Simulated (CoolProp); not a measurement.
The fluid at 374.76 K and 0.0666 MPa expands adiabatically to 0.00562 MPa with isentropic efficiency 0.8. The same conditions are run with several fluids, on thermodynamics alone (safety and materials aside).

Computed with CoolProp (reference Helmholtz-energy equation of state of each fluid (benzene: Thol 2012; C3F8 (R218): Lemmon 2006; dry air: Lemmon 2000; isobutane: Bücker 2006)). Blends and air are pseudo-pure fits.

**Question.** Rank benzene, C3F8 (R218), dry air, isobutane by work (kJ/kg), highest first.

**Answer.** dry air (153), isobutane (96.4), benzene (70.4), C3F8 (R218) (30.7)

```
fluid        final temperature (K)  final density (kg/m³)
-----------  ---------------------  ---------------------
benzene                      316.2                  0.167
C3F8 (R218)                  339.2                  0.375
dry air                      222.9                 0.0878
isobutane                    323.5                  0.122
```
